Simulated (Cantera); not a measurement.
A perfectly stirred reactor is fed with 1.77 % H₂, 98.2 % O₂, at 0.0217 atm; it is held at 1350 K, and followed from long to short residence time.

Model: the H2/O2 subset of GRI-Mech 3.0, which has no nitrogen chemistry, integrated in Cantera. Radical loss at walls, strong at low pressure, is not modelled.

Predict: x(H₂) at τ = 3.40 s; x(O₂) at τ = 3.40 s; x(O) at τ = 3.40 s; x(H₂O₂) at τ = 3.40 s; x(OH) at τ = 3.40 s; x(H₂) at τ = 34.0 ms; x(O₂) at τ = 34.0 ms; x(O) at τ = 34.0 ms; x(H₂O₂) at τ = 34.0 ms; x(OH) at τ = 34.0 ms.


```json
{
 "x(H₂) at τ = 3.40 s": "1.82e-5",
 "x(O₂) at τ = 3.40 s": "0.981",
 "x(O) at τ = 3.40 s": "0.00104",
 "x(H₂O₂) at τ = 3.40 s": "1.38e-8",
 "x(OH) at τ = 3.40 s": "0.000564",
 "x(H₂) at τ = 34.0 ms": "0.000251",
 "x(O₂) at τ = 34.0 ms": "0.971",
 "x(O) at τ = 34.0 ms": "0.0103",
 "x(H₂O₂) at τ = 34.0 ms": "3.71e-8",
 "x(OH) at τ = 34.0 ms": "0.00186"
}
```
